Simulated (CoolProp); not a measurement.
Vapour-liquid equilibrium of R22 (1) + R113 (2) at 259 kPa; x and y are mole fractions of (1).

Values from CoolProp's multi-fluid Helmholtz-energy mixture model, Kamei 1995 and Marx 1992; pair parameters Bell 2016.

| x | bubble temperature (K) | y at the bubble point | dew temperature at overall composition x (K) | liquid density (mol/L) |
|---|---|---|---|---|
| 0.05 | 333.4 | 0.422 | 350.4 | 8.042 |
| 0.2 | 296.9 | 0.855 | 344.2 | 9.138 |
| 0.35 | 279.4 | 0.942 | 337.2 | 10.10 |
| 0.5 | 270.0 | 0.969 | 329.0 | 11.08 |
| 0.65 | 264.2 | 0.982 | 318.6 | 12.17 |
| 0.8 | 259.8 | 0.990 | 304.3 | 13.42 |
| 0.95 | 255.9 | 0.998 | 276.9 | 14.94 |

No azeotrope shows between x = 0.05 and 0.95.

The pair parameters rest on a limited set of measurements; away from them the model extrapolates. The gap from Raoult's law changes sign with composition, which may be real or a fault of the pair parameters; it wasn't checked against measurements.
